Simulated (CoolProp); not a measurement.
Oxygen at 298.15 K and 0.198 MPa flows at 5.5 m/s in a round tube of 10 mm bore and 15 µm roughness, fully developed (64/Re and Nu = 3.66 if laminar; Colebrook and Gnielinski if turbulent). Each further row changes one setting.

Values from CoolProp's reference Helmholtz-energy equation of state, Schmidt 1985.

| case | Reynolds number | Darcy friction factor | pressure drop (Pa/m) | heat-transfer coefficient (W/(m² K)) | mass flow (kg/h) |
|---|---|---|---|---|---|
| as stated | 6840 | 0.0361 | 140 | 60.1 | 3.98 |
| velocity 11 m/s | 13700 | 0.0310 | 480 | 110 | 7.96 |
| diameter 20 mm | 13700 | 0.0298 | 57.6 | 52.8 | 15.9 |

Viscosity comes from a separate model (Lemmon 2004). Thermal conductivity comes from a separate model (Lemmon 2004).
